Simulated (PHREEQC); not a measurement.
Make-up at 25 °C: 0.063 mol HCl, 0.056 mol AlCl3 and 0.018 mol CuCl2 per kg of water. Closed to the air; pH follows from the charge balance.

Model: ion-association model, phreeqc.dat, run in PHREEQC.

### Question
The ionic strength comes out as 0.447 mol/kgw. What activity coefficients do H+, CuCl+, Cu+2, Al+3, Cl- get?

### Answer
H+ 0.77, CuCl+ 0.66, Cu+2 0.26, Al+3 0.093, Cl- 0.66.

This is a speciation only: nothing precipitates in the calculation.
